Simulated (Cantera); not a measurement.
An isothermal plug-flow reactor at 650 K and 0.987 atm (inlet), inlet velocity 2 m/s, active area per volume 2300 1/m; feed H2 : O2 : N2 = 0.023 : 0.14 : 0.79 (molar parts).

Computed with Cantera and Deutschmann's 1995 Pt surface mechanism with GRI-Mech 3.0 gas chemistry. Catalytic surfaces can have several steady states; this one follows from the mechanism file's or the stated starting coverage. Mass transfer to the wall is taken as infinitely fast.

x: gas mole fraction; θ: surface coverage.

```tsv
z (m)	x H2	x O2	x H2O	θ free Pt	θ O*	θ OH*
0.00019	…	0.140	0.0162	0.100	0.888	0.0117
0.00042	…	0.138	0.0199	0.0555	0.935	0.00946
0.0009	…	0.137	0.0221	0.0287	0.964	0.00711
0.0019	…	0.137	0.0233	0.0144	0.980	0.00516
0.0042	…	0.137	0.0239	0.00704	0.989	0.00365
0.009	…	0.137	0.0242	0.00398	0.993	0.00276
0.019	…	0.137	0.0244	0.00279	0.995	0.00232
```

**Question.** Some entries are withheld; supply them.

**Answer.** 
- 0.00019, x H2: 0.00816
- 0.00042, x H2: 0.00447
- 0.0009, x H2: 0.00228
- 0.0019, x H2: 0.00112
- 0.0042, x H2: 0.000502
- 0.009, x H2: 0.000209
- 0.019, x H2: 6.60e-5
